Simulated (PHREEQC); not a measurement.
Solution (20 °C): 35 mmol/kgw HCl, 32 mmol/kgw AlCl3 and 0.16 mmol/kgw CuCl2. Closed to the air; pH follows from the charge balance.

All values are PHREEQC results (ion-association model, wateq4f.dat), not measurements.

| quantity | before | after |
|---|---|---|
| pH | 1.56 | 2.22 |
| AlOH+2 (mol/kgw) | 3.43e-6 | 3.96e-6 |
| Al(OH)2+ (mol/kgw) | 2.49e-10 | 1.92e-9 |
| SI of Gibbsite (Al(OH)3) | -6.13 | -4.52 |
| SI of Boehmite (AlOOH) | -6.67 | -5.06 |

Name the change that produced these shifts.
(A) diluted 5-fold with water
(B) temperature from 20 to 5 °C
(C) temperature from 20 to 30 °C
(D) AlCl3 from 0.032 to 0.0064 mol/kgw
(E) CuCl2 replaced by FeCl3 at the same molality

A, diluted 5-fold with water

No solid was allowed to form.
